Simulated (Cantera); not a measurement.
**Si₂H₆ + O₂ + H₂ (silicon oxide and oxynitride deposition)**

Feed: 1 mol Si₂H₆, 3.2 mol O₂, 15 mol H₂, held at 1523 K and 7.50 Torr.

Method: chemical equilibrium by Gibbs-energy minimisation in Cantera with the NASA 1993 tables (ideal gas, pure condensed phases). Candidate condensed phases: H₂O, Si, SiO₂; 18 gas species. The feed counts by its element totals alone. The tables hold silica as quartz up to 1696 K and as liquid above; real silica turns to tridymite and cristobalite and melts near 1996 K. Equilibrium is a limit: real reactors are often held back by kinetics, nucleation or transport.

The x(H₂) is 0.866 and the x(H₂O) comes out as 0.133. The x(H) is 0.000215. The x(SiO) is 2.14e-6 and the x(OH) is 1.02e-6. The n(SiO₂(β-quartz)) comes out as 2.00 mol and the gas amount is 18.00 mol. The log10 activity of Si(s) (absent) is -9.12.
